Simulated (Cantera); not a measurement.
**Premixed flame**

A freely propagating, adiabatic, planar premixed flame of 23.7 % H2, 16.0 % O2, 60.2 % N2, equivalence ratio 0.74, unburnt at 425 K and 0.336 atm; mixture-averaged transport, grid criteria slope 0.08 and curve 0.16, no radiation.

Detailed kinetics in Cantera: the H2/O2 subset of GRI-Mech 3.0, which has no nitrogen chemistry. Burning velocities carry a grid error of a few per cent, more on coarse grids.

| z (mm) | T (K) | u (m/s) | x H2 | x O2 | x OH | x O | x H | x H2O2 |
|---|---|---|---|---|---|---|---|---|
| -4.78 | 425 | 2.84 | 0.237 | 0.160 | <1e-8 | <1e-8 | <1e-8 | <1e-8 |
| -3.19 | 425 | 2.84 | 0.237 | 0.160 | <1e-8 | <1e-8 | <1e-8 | <1e-8 |
| -2.39 | 425 | 2.84 | 0.237 | 0.160 | <1e-8 | <1e-8 | <1e-8 | <1e-8 |
| -1.59 | 425 | 2.84 | 0.237 | 0.160 | <1e-8 | <1e-8 | <1e-8 | <1e-8 |
| -0.797 | 435 | 2.89 | 0.232 | 0.161 | 1.37e-5 | 1.80e-6 | 1.57e-5 | 4.77e-6 |
| -0.399 | 650 | 4.20 | 0.197 | 0.158 | 0.000696 | 0.000142 | 0.00328 | 2.61e-5 |
| 0 | 1069 | 6.69 | 0.110 | 0.125 | 0.00223 | 0.00415 | 0.0245 | 2.78e-6 |
| 0.399 | 1366 | 8.46 | 0.0385 | 0.0751 | 0.00703 | 0.0117 | 0.0389 | 2.43e-6 |
| 0.797 | 1511 | 9.30 | 0.0241 | 0.0608 | 0.00981 | 0.0133 | 0.0350 | 1.54e-6 |
| 1.59 | 1660 | 10.1 | 0.0210 | 0.0559 | 0.0121 | 0.0119 | 0.0252 | 7.85e-7 |
| 3.19 | 1805 | 10.9 | 0.0178 | 0.0527 | 0.0135 | 0.00929 | 0.0158 | 3.98e-7 |
| 6.38 | 1935 | 11.6 | 0.0132 | 0.0501 | 0.0134 | 0.00637 | 0.00844 | 2.23e-7 |
| 12.8 | 2037 | 12.1 | 0.00844 | 0.0484 | 0.0118 | 0.00380 | 0.00375 | 1.42e-7 |
x: mole fraction of selected species; z is measured from the peak of heat release.

```json
{
  "laminar_burning_velocity": "284 cm/s",
  "thermal_thickness": "1.59 mm",
  "peak x(OH)": "0.0136",
  "peak x(O)": "0.0133",
  "peak x(H)": "0.0389",
  "peak x(H2O2)": "2.87e-5"
}
```
